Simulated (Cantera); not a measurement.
Input: 1 mol B₂H₆, 0.083 mol H₂O, 26 mol N₂, held at 1.33 mbar.

Cantera equilibrium calculation (NASA polynomials, part measured and part estimated; ideal gas, pure solids and liquids). Candidate condensed phases: B, BN, B₂O₃, B₃O₃H₃, H₂O; 39 gas species. The feed counts by its element totals alone. N₂ is the only nitrogen source here; it is nearly inert below about 1500 K, so the nitride shown seldom forms there in practice. Mutual solubility and eutectic melting of coexisting phases are not modelled. The numbers say what is thermodynamically allowed, not how fast it happens. All values below are at 1298 K.

Base state: N₂ 0.890, H₂ 0.109, HBO₂ 0.000816, B₂O₃ 0.000132, HBO 0.000116, H₂O 9.84e-5 (mole fractions); condensed: BN(s) + B₂O₃(l).

Q: What changes in the equilibrium state with this change: pressure from 1.33 mbar to 10.0 mbar?

A: 
```
species         before     after
------------  --------  --------
N₂               0.890     0.890
H₂               0.109     0.109
HBO₂          0.000816  0.000417
B₂O₃          0.000132   1.76e-5
HBO           0.000116   3.02e-5
BN(s), mol        1.95      1.95
B₂O₃(l), mol   0.00660    0.0173
```
